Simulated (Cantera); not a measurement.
**Moist CO burnout**

A perfectly stirred reactor is fed with CO : O₂ : H₂O : N₂ = 0.0041 : 0.0023 : 0.00027 : 1 (molar parts), at 3.80 bar; it is held at 1323 K, and followed from long to short residence time.

Cantera simulation using GRI-Mech 3.0 (53 species, 325 reactions); the numbers are that mechanism's predictions, not measurements.

| τ (s) | x CO | x O₂ | x H₂O | x H₂O₂ | x H₂ | x NO₂ |
|---|---|---|---|---|---|---|
| 0.69 | 0.000223 | 0.000357 | 0.000263 | 6.35e-10 | 2.68e-6 | 1.27e-8 |
| 0.30 | 0.000370 | 0.000430 | 0.000261 | 9.82e-10 | 3.85e-6 | 9.56e-9 |
| 0.13 | 0.000605 | 0.000545 | 0.000258 | 1.50e-9 | 5.17e-6 | 7.31e-9 |
| 0.057 | 0.000960 | 0.000720 | 0.000255 | 2.19e-9 | 6.45e-6 | 5.68e-9 |
| 0.025 | 0.00148 | 0.000973 | 0.000252 | 3.05e-9 | 7.49e-6 | 4.26e-9 |
| 0.011 | 0.00215 | 0.00130 | 0.000250 | 3.91e-9 | 8.02e-6 | 2.84e-9 |
| 0.0048 | 0.00289 | 0.00167 | 0.000250 | 4.38e-9 | 7.72e-6 | 1.45e-9 |
x: mole fraction; the columns are a selection and need not sum to one.
